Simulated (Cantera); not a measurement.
A closed system holds: 1 mol Pb, 2.4 mol NH3, 8.3 mol H2, 0.04 mol O2, held at 4.60 mbar.

Cantera equilibrium calculation (NASA polynomials, part measured and part estimated; ideal gas, pure solids and liquids). Candidate condensed phases: H2O, Pb, PbO, PbO2, Pb3O4; 27 gas species. Kinetics and transport are ignored.

### Question
What share of the Pb ends up in condensed phases as a function of T (K), at 825, 900, 975, 1050, 1125, 1200, 1275, 1350, 1425, 1500?

### Answer
```tsv
T (K)	Pb condensed (%)	as
825	100.0	Pb(l)
900	99.6	Pb(l)
975	97.4	Pb(l)
1050	86.6	Pb(l)
1125	43.8	Pb(l)
1200	0.0	-
1275	0.0	-
1350	0.0	-
1425	0.0	-
1500	0.0	-
```
